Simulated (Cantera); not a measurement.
Input: 1 mol SiH₂Cl₂, 0.0081 mol C₃H₈, 9.4 mol H₂, at 50.0 mbar.

Cantera equilibrium calculation (NASA polynomials, part measured and part estimated; ideal gas, pure solids and liquids). Candidate condensed phases: C, C₆H₆, C₇H₈, C₈H₁₈, Si, SiC; 109 gas species. Mutual solubility and eutectic melting of coexisting phases are not modelled. Gases not in the tables: Si₂H₆ and higher silanes. The numbers say what is thermodynamically allowed, not how fast it happens.

### Question
Which condensed phases are stable at each of these points (T (K)): 1148, 1223, 1298, 1373, 1448, 1523, 1598, 1673, 1748?

### Answer
```tsv
T (K)	condensed phases	Si condensed (%)
1148	Si(s) + SiC(s)	57.1
1223	Si(s) + SiC(s)	59.0
1298	Si(s) + SiC(s)	59.3
1373	Si(s) + SiC(s)	58.6
1448	Si(s) + SiC(s)	57.7
1523	Si(s) + SiC(s)	56.8
1598	Si(s) + SiC(s)	56.0
1673	Si(s) + SiC(s)	55.2
1748	Si(l) + SiC(s)	56.5
```

From 1148 K to 1673 K the condensed part is Si(s) + SiC(s). At 1748 K the condensed part is Si(l) + SiC(s).
